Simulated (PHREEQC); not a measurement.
0.2 mol of Bromyrite (AgBr) is brought to equilibrium with 1 kg of water, with rising amounts of CdCl2, at 25 °C. Oxygen alone is held at its pressure in air (log pO2 = -0.68). The system is closed to CO2. Only these solids could form: Bromyrite, Cd(OH)2, CdOHCl, Cerargyrite, Ag2O.

Computed with PHREEQC (ion-association model, wateq4f.dat).

```
CdCl2 added (mol)    pH  dissolved Ag (mol/kgw)  dissolved Br (mol/kgw)  Cerargyrite (mol)
-----------------  ----  ----------------------  ----------------------  -----------------
0                  7.00                 7.43e-7                 7.43e-7                  0
0.0417             5.56                 2.15e-6                0.000270           0.000268
0.0833             5.42                 3.78e-6                0.000510           0.000506
0.125              5.34                 5.49e-6                       …           0.000722
0.167              5.29                 7.31e-6                0.000927           0.000920
0.208              5.26                 9.19e-6                       …            0.00110
0.25               5.22                 1.12e-5                 0.00128            0.00127
0.292              5.20                 1.33e-5                 0.00144            0.00143
0.333                 …                 1.53e-5                 0.00160            0.00158
0.375              5.16                 1.75e-5                       …            0.00173
0.417              5.14                 1.96e-5                 0.00188            0.00186
0.458              5.13                 2.16e-5                       …            0.00199
0.5                5.11                 2.37e-5                 0.00214            0.00212
```

### Question
Some entries are withheld; supply them.

### Answer

- 0.125, dissolved Br (mol/kgw): 0.000727
- 0.208, dissolved Br (mol/kgw): 0.00111
- 0.333, pH: 5.18
- 0.375, dissolved Br (mol/kgw): 0.00174
- 0.458, dissolved Br (mol/kgw): 0.00202

Complexes and solids missing from the database can't appear.
